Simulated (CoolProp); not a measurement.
Saturated liquid density (kg/m³) of R1336mzz(E): the reference equation beside estimates from Tc = 130.4 °C, pc = 2779 kPa, ω = 0.413. Rackett uses Z = 0.29056 − 0.08775 ω.

Computed with CoolProp (reference Helmholtz-energy equation of state, Akasaka 2023).

```tsv
T (°C)	reference	Rackett	Soave-Redlich-Kwong	Peng-Robinson
-5.35	1412	1456	1239	1400
3.35	1388	1429	1216	1375
11.95	1364	1402	1193	1349
20.55	1339	1373	1167	1322
29.25	1312	1343	1140	1292
37.85	1285	1313	1112	1260
46.55	1255	1280	1080	1225
55.15	1224	1246	1047	1188
63.75	1191	1211	1011	1147
72.45	1154	1173	971.2	1102
81.05	1114	1132	927.9	1053
89.65	1070	1088	880.0	997.5
98.35	1019	1038	825.2	933.8
106.95	959.9	980.4	762.5	860.4
115.65	886.4	909.2	685.8	769.9
```

Absolute difference from the reference over all 15 rows, mean and median: Rackett 2.2 and 2.1 %, Soave-Redlich-Kwong 15.5 and 14.5 %, Peng-Robinson 4.4 and 2.9 %.
